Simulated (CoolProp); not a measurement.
A closed Brayton cycle with dry air: compressor inlet 307.15 K and 4.1 MPa, high pressure 8.82 MPa, turbine inlet 970 K, compressor efficiency 0.89, turbine efficiency 0.85, recuperator effectiveness 0.95 (on enthalpy, no pinch check). Each further row changes one setting.

Computed with CoolProp (reference Helmholtz-energy equation of state, Lemmon 2000). It is a pseudo-pure fit of the blend.

| case | thermal efficiency (%) | net work (kJ/kg) | compressor to turbine work | compressor exit (K) | turbine exit (K) |
|---|---|---|---|---|---|
| as stated | … | 82.5 | 0.51 | 392.7 | 823.0 |
| turbine inlet 920 K | 40.0 | … | 0.54 | 392.7 | … |
| compressor inlet 317.15 K | 40.9 | 79.5 | … | 405.3 | 823.0 |
| high pressure 7.5 MPa | 42.1 | 69.3 | 0.49 | … | 852.1 |
| recuperator effectiveness 0.5 | … | 82.5 | 0.51 | 392.7 | 823.0 |

Complete the blanks.


- as stated, thermal efficiency (%): 42.2
- turbine inlet 920 K, net work (kJ/kg): 73.8
- turbine inlet 920 K, turbine exit (K): 779.4
- compressor inlet 317.15 K, compressor to turbine work: 0.53
- high pressure 7.5 MPa, compressor exit (K): 373.0
- recuperator effectiveness 0.5, thermal efficiency (%): 20.5
